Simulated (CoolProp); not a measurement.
Properties of R1123 along the isobar 0.101 MPa.

Computed with CoolProp (reference Helmholtz-energy equation of state, Akasaka 2020).

```json
[
 {"T (K)": "276.2", "phase": "gas", "Joule-Thomson coefficient (K/MPa)": "16.53", "expansivity (1/kK)": "3.799"},
 {"T (K)": "281.9", "phase": "gas", "Joule-Thomson coefficient (K/MPa)": "15.53", "expansivity (1/kK)": "3.710"},
 {"T (K)": "287.7", "phase": "gas", "Joule-Thomson coefficient (K/MPa)": "14.61", "expansivity (1/kK)": "3.624"},
 {"T (K)": "293.4", "phase": "gas", "Joule-Thomson coefficient (K/MPa)": "13.79", "expansivity (1/kK)": "3.545"},
 {"T (K)": "299.1", "phase": "gas", "Joule-Thomson coefficient (K/MPa)": "13.03", "expansivity (1/kK)": "3.469"},
 {"T (K)": "304.8", "phase": "gas", "Joule-Thomson coefficient (K/MPa)": "12.34", "expansivity (1/kK)": "3.396"},
 {"T (K)": "310.6", "phase": "gas", "Joule-Thomson coefficient (K/MPa)": "11.70", "expansivity (1/kK)": "3.326"},
 {"T (K)": "316.3", "phase": "gas", "Joule-Thomson coefficient (K/MPa)": "11.11", "expansivity (1/kK)": "3.260"},
 {"T (K)": "322", "phase": "gas", "Joule-Thomson coefficient (K/MPa)": "10.58", "expansivity (1/kK)": "3.197"},
 {"T (K)": "327.7", "phase": "gas", "Joule-Thomson coefficient (K/MPa)": "10.08", "expansivity (1/kK)": "3.136"},
 {"T (K)": "333.5", "phase": "gas", "Joule-Thomson coefficient (K/MPa)": "9.612", "expansivity (1/kK)": "3.077"},
 {"T (K)": "339.2", "phase": "gas", "Joule-Thomson coefficient (K/MPa)": "9.186", "expansivity (1/kK)": "3.021"},
 {"T (K)": "344.9", "phase": "gas", "Joule-Thomson coefficient (K/MPa)": "8.788", "expansivity (1/kK)": "2.968"}
]
```
